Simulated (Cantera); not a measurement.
Input: 1 mol Cr, a varied amount of H2O, 34 mol N2, at 0.100 bar.

Cantera equilibrium calculation (NASA polynomials, part measured and part estimated; ideal gas, pure solids and liquids). Candidate condensed phases: Cr, CrN, Cr2N, Cr2O3, H2O; 29 gas species. Mutual solubility and eutectic melting of coexisting phases are not modelled. Rates play no part.

Problem. What condenses at these points (T in °C, n(H2O) in mol): (952, 0.93); (502, 1.6); (1852, 0.93); (1252, 1.3); (1402, 0.28); (1402, 0.44); (502, 0.6)?

Solution. 
```csv
T (°C),n(H2O) in mol,condensed phases,Cr condensed (%)
952,0.93,Cr2N + Cr2O3,100.0
502,1.6,Cr2O3,100.0
1852,0.93,Cr2O3,57.6
1252,1.3,Cr2N + Cr2O3,100.0
1402,0.28,Cr + Cr2O3,99.5
1402,0.44,Cr + Cr2O3,99.5
502,0.6,CrN + Cr2O3,100.0
```
